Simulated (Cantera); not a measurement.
A Cantera script and what it prints.

```python
import numpy as np
import cantera as ct

gas_names = """
    H H2 N NH NH2 NH3 N2 N2H2 N2H4 Si SiH SiH2 SiH3 SiH4 SiN Si2 Si2N Si3
""".split()
cond_names = """
    Si(cr) Si(L) Si3N4(a)
""".split()


# ... load() reads the species with a 1 bar reference pressure and builds the phases ...
atoms = {
    'SiH4': {'Si': 1, 'H': 4},
    'NH3': {'N': 1, 'H': 3},
}
top_T = {'Si3N4(a)': 2400}  # K; cautious upper limits of use, not melting points


# ... equilibrate(T, P, feed) seeds the gas with the atoms and calls Mixture.equilibrate('TP', solver="vcs", rtol=1e-11, max_steps=5000) ...
results = []
T = 2100  # K
P = 290  # Pa
for m in [1.3, 1.7, 2.2, 2.9, 3.8, 5.1, 6.7, 8.8, 12, 15, 20, 26, 35]:
    feed = {'SiH4': 1, 'NH3': m}  # mol
    mix = equilibrate(T, P, feed)
    results.append((T, P, feed, dict(zip(mix.species_names, mix.species_moles))))

top = {s: max(r[3][s] / sum(r[3][g] for g in gas_names) for r in results) for s in gas_names}
cols = sorted((s for s in top if top[s] > 1e-06), key=lambda s: -top[s])[:6]
seen = [c for c in cond_names if any(r[3].get(c, 0) > 1e-12 for r in results)]
print("log10 of partial pressures in bar; condensed amounts in mol")
print(f"{'n(NH3)':>10s}" + "".join(f"{s[:9]:>10s}" for s in cols + seen))
for T, P, feed, n in results:
    ng = sum(n[g] for g in gas_names)
    print(f"{feed['NH3']:10.4g}" + "".join(f"{np.log10(max(n[s] / ng * P / 1e5, 1e-99)):10.3f}" for s in cols)
          + "".join(f"{n.get(c, 0):10.4g}" for c in seen))
```

Result:

```
log10 of partial pressures in bar; condensed amounts in mol
    n(NH3)        H2        N2         H        Si       SiH       Si2     Si(L)
       1.3    -2.651    -3.421    -3.832    -3.875    -5.466    -5.760    0.7543
       1.7    -2.659    -3.374    -3.836    -3.875    -5.470    -5.760    0.7115
       2.2    -2.667    -3.336    -3.840    -3.875    -5.474    -5.760     0.658
       2.9    -2.674    -3.301    -3.844    -3.875    -5.478    -5.760    0.5832
       3.8    -2.681    -3.274    -3.847    -3.875    -5.481    -5.760     0.487
       5.1    -2.687    -3.250    -3.850    -3.875    -5.484    -5.760     0.348
       6.7    -2.692    -3.233    -3.852    -3.875    -5.486    -5.760    0.1769
       8.8    -2.695    -3.218    -3.854    -3.893    -5.506    -5.797         0
        12    -2.693    -3.201    -3.853    -4.006    -5.619    -6.023         0
        15    -2.692    -3.192    -3.853    -4.091    -5.703    -6.193         0
        20    -2.691    -3.182    -3.852    -4.204    -5.815    -6.418         0
        26    -2.691    -3.175    -3.852    -4.309    -5.920    -6.628         0
        35    -2.690    -3.169    -3.851    -4.430    -6.041    -6.871         0
```

Cantera equilibrium calculation (NASA polynomials, part measured and part estimated; ideal gas, pure solids and liquids). The tables' values for SiN are old estimates; treat these amounts as uncertain. Gases not in the tables: Si2H6 and higher silanes.
